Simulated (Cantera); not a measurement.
## Ignition delay

Mixture: 4.83 % CH₄, 2.85 % H₂, 19.4 % O₂, 72.9 % N₂, at 0.470 bar, adiabatic and at constant pressure. Ignition delay is the time to a rise of 400 K.

Model: GRI-Mech 3.0 (53 species, 325 reactions), integrated in Cantera. Below about 1000 K GRI-Mech 3.0 lacks low-temperature oxidation paths.

```
T0 (K)  delay (ms)
------  ----------
973           26.8
1048          10.8
1123          5.00
1198          2.51
1273          1.37
1348         0.810
```

```
Item                                                    Result
--------------------------------------------------  ----------
apparent activation energy between 1198 and 1348 K  100 kJ/mol
```
